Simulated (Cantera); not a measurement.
A perfectly stirred reactor is fed with C₃H₈ : O₂ : N₂ = 1 : 3.33 : 12.5 (molar parts), at 4.93 atm; it is adiabatic with a 348 K inlet, and is followed from long to short residence time, starting on the burning branch (τ in s: 0.19, 0.065, 0.022, 0.0075, 0.0026, 0.00087, 0.00029, 0.0001, 3.4e-05, 1.2e-05).

Cantera simulation using GRI-Mech 3.0 (53 species, 325 reactions); the numbers are that mechanism's predictions, not measurements. GRI-Mech 3.0 was tuned for natural gas; its chemistry of propane as a main component is partial and can be far from experiment.

Problem. Predict: blow-out, bracketed by the residence times tried; x(C₃H₈) at τ = 0.190 s; x(O₂) at τ = 0.190 s; x(H₂O) at τ = 0.190 s; x(CH₃) at τ = 0.190 s; x(CH₂) at τ = 0.190 s; x(C₃H₈) at τ = 0.870 ms; x(O₂) at τ = 0.870 ms; x(H₂O) at τ = 0.870 ms; x(CH₃) at τ = 0.870 ms; x(CH₂) at τ = 0.870 ms.

Solution. 
```
Item                                                                             Value
------------------------------------------------  ------------------------------------
blow-out, bracketed by the residence times tried  burning at 0.290 ms, out at 0.100 ms
x(C₃H₈) at τ = 0.190 s                                                         1.84e-7
x(O₂) at τ = 0.190 s                                                           4.79e-5
x(H₂O) at τ = 0.190 s                                                            0.140
x(CH₃) at τ = 0.190 s                                                          2.93e-5
x(CH₂) at τ = 0.190 s                                                          1.51e-7
x(C₃H₈) at τ = 0.870 ms                                                        2.87e-5
x(O₂) at τ = 0.870 ms                                                          0.00364
x(H₂O) at τ = 0.870 ms                                                           0.146
x(CH₃) at τ = 0.870 ms                                                        0.000627
x(CH₂) at τ = 0.870 ms                                                         1.06e-5
```
